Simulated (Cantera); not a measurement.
A freely propagating, adiabatic, planar premixed flame of CO : H₂ : CH₄ : O₂ : N₂ = 1 : 0.11 : 0.87 : 1.64 : 5.9 (molar parts), unburnt at 625 K and 240000 Pa; mixture-averaged transport, grid criteria slope 0.08 and curve 0.16, no radiation.

Model: GRI-Mech 3.0 (53 species, 325 reactions), integrated in Cantera. Burning velocities carry a grid error of a few per cent, more on coarse grids.

Question: What does this change do: O2 1.64 to 2.1 parts?

Answer: 
```tsv
quantity	before	after
laminar burning velocity	131 cm/s	210 cm/s
thermal thickness	0.139 mm	0.109 mm
peak x(HO₂)	0.000195	0.000323
peak x(HCO)	6.16e-5	0.000110
peak x(CH₃)	0.00351	0.00336
```

Question: What does this change do: O2 1.64 to 1.2 parts?

Answer: 
```tsv
quantity	before	after
laminar burning velocity	131 cm/s	16.9 cm/s
thermal thickness	0.139 mm	0.775 mm
peak x(HO₂)	0.000195	4.40e-5
peak x(HCO)	6.16e-5	1.56e-6
peak x(CH₃)	0.00351	0.000973
```
